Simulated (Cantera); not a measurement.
Cantera run:

```python
import numpy as np
import cantera as ct

gas_names = """
    H H2 N NH NH2 NH3 N2 N2H2 N2H4 Si SiH SiH2 SiH3 SiH4 SiN Si2 Si2N Si3
""".split()
cond_names = """
    Si(cr) Si(L) Si3N4(a)
""".split()


def load(file, names, dense=False):
    # The tables refer to 1 bar. Condensed volumes are neglected.
    table = {s.name: s for s in ct.Species.list_from_file(file)}
    out = []
    for n in names:
        d = dict(table[n].input_data)
        d["thermo"] = dict(d["thermo"], **{"reference-pressure": 1e5})
        if dense:
            d["equation-of-state"] = {"model": "constant-volume", "density": "1e6 g/cm^3"}
        out.append(ct.Species.from_dict(d))
    return out


gas = ct.Solution(thermo="ideal-gas", species=load("nasa_gas.yaml", gas_names))
cond = {s.name: ct.Solution(thermo="fixed-stoichiometry", species=[s], name=s.name)
        for s in load("nasa_condensed.yaml", cond_names, dense=True)}
atoms = {
    'SiH4': {'Si': 1, 'H': 4},
    'N2': {'N': 2},
    'H2': {'H': 2},
    'NH3': {'N': 1, 'H': 3},
}
top_T = {'Si3N4(a)': 2400}  # K; cautious upper limits of use, not melting points


def equilibrate(T, P, feed):
    n = {}
    for name, mol in feed.items():
        for a, k in atoms[name].items():
            n[a] = n.get(a, 0.0) + k * mol
    gas.TPX = T, P, n
    mass = sum(n.values()) * gas.mean_molecular_weight
    gas.equilibrate("TP")
    valid = [c for c in cond.values() if c.min_temp <= T <= top_T.get(c.name, c.max_temp)]
    mix = ct.Mixture([(gas, mass / gas.mean_molecular_weight)] + [(c, 0.0) for c in valid])
    mix.T, mix.P = T, P
    mix.equilibrate("TP", solver="vcs", rtol=1e-11, max_steps=5000)
    return mix


results = []
feed = {'SiH4': 1, 'N2': 75, 'H2': 1.6, 'NH3': 0.24}  # mol
T = 2050  # K
P = 1400  # Pa
mix = equilibrate(T, P, feed)
results.append((T, P, feed, dict(zip(mix.species_names, mix.species_moles))))
print(gas.report(threshold=0.001))
for i in range(1, mix.n_phases):
    print(f"{mix.phase(i).name:16s} {mix.phase_moles(i):12.5e} mol")
```

It prints:

```
       temperature   2050 K
          pressure   1400 Pa
           density   0.0021913 kg/m^3
  mean mol. weight   26.678 kg/kmol
   phase of matter   gas

                          1 kg             1 kmol
                     ---------------   ---------------
          enthalpy        2.2923e+06        6.1155e+07  J
   internal energy        1.6534e+06         4.411e+07  J
           entropy             10755        2.8692e+05  J/K
    Gibbs function       -1.9755e+07       -5.2703e+08  J
 heat capacity c_p              1345             35881  J/K
 heat capacity c_v            1033.3             27566  J/K

                      mass frac. Y      mole frac. X     chem. pot. / RT
                     ---------------   ---------------   ---------------
                 H        0.00015795         0.0041804           -13.437
                H2         0.0035925           0.04754           -26.874
                N2           0.98944           0.94226           -31.352
                Si         0.0058111           0.00552           -6.0265
     [  +14 minor]        0.00099616         0.0005019

Si(L)             4.98030e-01 mol
Si3N4(a)          0.00000e+00 mol
```

Method: chemical equilibrium by Gibbs-energy minimisation in Cantera with the NASA 1993 tables (ideal gas, pure condensed phases). The tables' values for SiN are old estimates; treat these amounts as uncertain.
